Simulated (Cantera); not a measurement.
An adiabatic, constant-pressure homogeneous reactor starts with CH4 : O2 : N2 = 1 : 1.54 : 5.78 (molar parts), equivalence ratio 1.3, at 1650 K and 4.93 atm. Integrator tolerance rtol = 1e-08.

Cantera simulation using GRI-Mech 3.0 (53 species, 325 reactions); the numbers are that mechanism's predictions, not measurements.

Q: What does this change do: pressure from 4.93 atm to 7.99 atm?

A: 
```tsv
quantity	before	after
time of steepest temperature rise	95.1 µs	65.2 µs
temperature at 0.400 s	2927 K	2960 K
equilibrium temperature	2927 K	2960 K
x(CH4) at 0.400 s	<1e-12 (gas-phase equilibrium <1e-12)	1.48e-12 (gas-phase equilibrium 1.76e-12)
x(O2) at 0.400 s	0.00344 (gas-phase equilibrium 0.00344)	0.00287 (gas-phase equilibrium 0.00287)
x(CH3) at 0.400 s	2.86e-12 (gas-phase equilibrium 3.45e-12)	5.57e-12 (gas-phase equilibrium 6.63e-12)
x(C2H4) at 0.400 s	<1e-12 (gas-phase equilibrium <1e-12)	<1e-12 (gas-phase equilibrium <1e-12)
x(NO2) at 0.400 s	8.80e-7 (gas-phase equilibrium 8.80e-7)	9.51e-7 (gas-phase equilibrium 9.51e-7)
x(HCN) at 0.400 s	3.42e-8 (gas-phase equilibrium 3.42e-8)	5.26e-8 (gas-phase equilibrium 5.26e-8)
```

Q: What does this change do: constant volume in place of constant pressure?

A: 
```csv
quantity,before,after
time of steepest temperature rise,95.1 µs,87.4 µs
temperature at 0.400 s,2927 K,3132 K
equilibrium temperature,2927 K,3132 K
x(CH4) at 0.400 s,<1e-12 (gas-phase equilibrium <1e-12),2.25e-12 (gas-phase equilibrium 2.71e-12)
x(O2) at 0.400 s,0.00344 (gas-phase equilibrium 0.00344),0.00498 (gas-phase equilibrium 0.00498)
x(CH3) at 0.400 s,2.86e-12 (gas-phase equilibrium 3.45e-12),1.15e-11 (gas-phase equilibrium 1.38e-11)
x(C2H4) at 0.400 s,<1e-12 (gas-phase equilibrium <1e-12),<1e-12 (gas-phase equilibrium <1e-12)
x(NO2) at 0.400 s,8.80e-7 (gas-phase equilibrium 8.80e-7),2.02e-6 (gas-phase equilibrium 2.02e-6)
x(HCN) at 0.400 s,3.42e-8 (gas-phase equilibrium 3.42e-8),8.70e-8 (gas-phase equilibrium 8.70e-8)
```
Above 3000 K some thermodynamic fits are extrapolated.
